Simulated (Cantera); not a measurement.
A closed system holds: 1 mol CaF2, 0.75 mol H2O, a varied amount of N2, at 1675 K and 4.10e-6 bar.

Equilibrium computed with Cantera from the NASA thermochemical tables; the gas is ideal and each condensed phase is pure. Candidate condensed phases: Ca, CaF2, CaO, Ca(OH)2, H2O; 47 gas species. Rates play no part.

**Question.** At 6.9 mol N2, list the 5 most abundant gas species with their mole fractions, and the condensed phases.

**Answer.** N2 0.794, HF 0.140, CaF2 0.0450, H2O 0.0122, H 0.00284. Condensed: CaO(s).
